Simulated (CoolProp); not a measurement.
Saturated liquid density (kg/m³) of ammonia: the reference equation beside estimates from Tc = 132.4 °C, pc = 11360 kPa, ω = 0.256. Rackett uses Z = 0.29056 − 0.08775 ω.

Model: reference Helmholtz-energy equation of state, Gao 2020, in CoolProp.

```json
[
 {"T (°C)": "36.25", "reference": "585.6", "Rackett": "512.2", "van der Waals": "308.4", "Redlich-Kwong": "440.7"},
 {"T (°C)": "41.65", "reference": "576.9", "Rackett": "504.9", "van der Waals": "304.0", "Redlich-Kwong": "432.8"},
 {"T (°C)": "47.05", "reference": "568.0", "Rackett": "497.5", "van der Waals": "299.5", "Redlich-Kwong": "424.6"},
 {"T (°C)": "52.45", "reference": "558.8", "Rackett": "489.8", "van der Waals": "294.8", "Redlich-Kwong": "416.1"},
 {"T (°C)": "57.85", "reference": "549.2", "Rackett": "481.8", "van der Waals": "289.9", "Redlich-Kwong": "407.3"},
 {"T (°C)": "63.25", "reference": "539.3", "Rackett": "473.6", "van der Waals": "284.8", "Redlich-Kwong": "398.2"},
 {"T (°C)": "68.65", "reference": "529.0", "Rackett": "465.0", "van der Waals": "279.5", "Redlich-Kwong": "388.7"},
 {"T (°C)": "74.05", "reference": "518.2", "Rackett": "456.1", "van der Waals": "274.0", "Redlich-Kwong": "378.7"},
 {"T (°C)": "79.45", "reference": "506.9", "Rackett": "446.7", "van der Waals": "268.2", "Redlich-Kwong": "368.3"},
 {"T (°C)": "84.85", "reference": "494.9", "Rackett": "436.9", "van der Waals": "262.1", "Redlich-Kwong": "357.3"},
 {"T (°C)": "90.25", "reference": "482.2", "Rackett": "426.5", "van der Waals": "255.6", "Redlich-Kwong": "345.8"},
 {"T (°C)": "95.65", "reference": "468.6", "Rackett": "415.3", "van der Waals": "248.7", "Redlich-Kwong": "333.5"}
]
```

Absolute difference from the reference over all 12 rows, mean and median: Rackett 12.1 and 12.1 %, van der Waals 47.2 and 47.2 %, Redlich-Kwong 26.5 and 26.3 %.
